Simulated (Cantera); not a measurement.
## Hydrogen reduction and annealing atmospheres: V₂O₅ + H₂ + H₂O

Charge: 1 mol V₂O₅, a varied amount of H₂, 0.97 mol H₂O, at 1700 K and 2850 Torr.

Cantera equilibrium calculation (NASA polynomials, part measured and part estimated; ideal gas, pure solids and liquids). Candidate condensed phases: H₂O, V, VO, V₂O₃, V₂O₄, V₂O₅; 12 gas species. Mutual solubility and eutectic melting of coexisting phases are not modelled. VO: taken at fixed stoichiometry. Condensed phases not in the tables: the oxides between V₂O₃ and V₂O₅ other than VO₂. The numbers say what is thermodynamically allowed, not how fast it happens.

From 64 mol H₂ to 270 mol H₂ the condensed part is V₂O₃(s). From 310 mol H₂ to 410 mol H₂ the condensed part is VO(s) + V₂O₃(s). From 450 mol H₂ to 480 mol H₂ the condensed part is VO(s). The main V-bearing gas is VO₂ throughout.

| n(H₂) (mol) | x H₂ | x H₂O | x H | x OH | x VO₂ | x VO | n V₂O₃(s) | n VO(s) |
|---|---|---|---|---|---|---|---|---|
| 64 | 0.954 | 0.0457 | 7.38e-5 | 1.83e-7 | 3.19e-8 | 9.23e-10 | 1.000 | 0 |
| 99 | 0.970 | 0.0297 | 7.45e-5 | 1.18e-7 | 2.55e-8 | 1.15e-9 | 1.000 | 0 |
| 130 | 0.977 | 0.0227 | 7.47e-5 | 8.96e-8 | 2.22e-8 | 1.33e-9 | 1.000 | 0 |
| 170 | 0.983 | 0.0174 | 7.49e-5 | 6.84e-8 | 1.94e-8 | 1.52e-9 | 1.000 | 0 |
| 200 | 0.985 | 0.0148 | 7.50e-5 | 5.82e-8 | 1.78e-8 | 1.65e-9 | 1.000 | 0 |
| 240 | 0.988 | 0.0123 | 7.51e-5 | 4.84e-8 | 1.63e-8 | 1.81e-9 | 1.000 | 0 |
| 270 | 0.989 | 0.0110 | 7.52e-5 | 4.30e-8 | 1.53e-8 | 1.92e-9 | 1.000 | 0 |
| 310 | 0.990 | 0.00963 | 7.52e-5 | 3.78e-8 | 1.44e-8 | 2.05e-9 | 0.974 | 0.0517 |
| 340 | 0.990 | 0.00963 | 7.52e-5 | 3.78e-8 | 1.44e-8 | 2.05e-9 | 0.685 | 0.630 |
| 380 | 0.990 | 0.00963 | 7.52e-5 | 3.78e-8 | 1.44e-8 | 2.05e-9 | 0.300 | 1.40 |
| 410 | 0.990 | 0.00963 | 7.52e-5 | 3.78e-8 | 1.44e-8 | 2.05e-9 | 0.0108 | 1.98 |
| 450 | 0.991 | 0.00880 | 7.53e-5 | 3.45e-8 | 1.31e-8 | 2.05e-9 | 0 | 2.00 |
| 480 | 0.992 | 0.00825 | 7.53e-5 | 3.24e-8 | 1.23e-8 | 2.05e-9 | 0 | 2.00 |
x: gas mole fraction; n: condensed amount in mol.
